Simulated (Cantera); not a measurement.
Input: 1 mol AlCl3, 0.65 mol O2, 7.9 mol H2, held at 1323 K and 0.220 bar.

Method: chemical equilibrium by Gibbs-energy minimisation in Cantera with the NASA 1993 tables (ideal gas, pure condensed phases). Candidate condensed phases: Al, AlCl3, Al2O3, H2O; 29 gas species. The tables' values for AlCl2 are old estimates; treat these amounts as uncertain. The numbers say what is thermodynamically allowed, not how fast it happens.

Base state: H2 0.707, HCl 0.279, AlCl3 0.0143, H2O 4.54e-5, AlCl2 2.24e-5 (mole fractions); condensed: Al2O3(s).

### Question
What changes in the equilibrium state with this change: O2 from 0.65 to 11 mol?

### Answer
```
species         before    after
-------------  -------  -------
O2               <1e-9    0.428
H2O            4.54e-5    0.391
HCl              0.279    0.178
H2               0.707  1.65e-7
AlCl3           0.0143  4.68e-9
Cl2              <1e-9  0.00147
OH               <1e-9  4.71e-5
AlCl2          2.24e-5    <1e-9
Al2O3(s), mol    0.433    0.500
```
Gases not in the tables: Al(OH)3.
